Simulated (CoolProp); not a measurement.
Computed with CoolProp (reference Helmholtz-energy equation of state, Pan 2012).

### Question
For R236FA, give the phase and the density (kg/m³), cv (kJ/(kg K)), isothermal compressibility (1/MPa), fugacity coefficient at 400 K and 58.5 bar; 400 K and 63.8 bar; 400 K and 74.5 bar.

### Answer
- 400 K and 58.5 bar: supercritical; density 955, cv 1.02, isothermal compressibility 0.0381, fugacity coefficient 0.420
- 400 K and 63.8 bar: supercritical; density 973, cv 1.02, isothermal compressibility 0.0320, fugacity coefficient 0.395
- 400 K and 74.5 bar: supercritical; density 1000, cv 1.02, isothermal compressibility 0.0243, fugacity coefficient 0.356
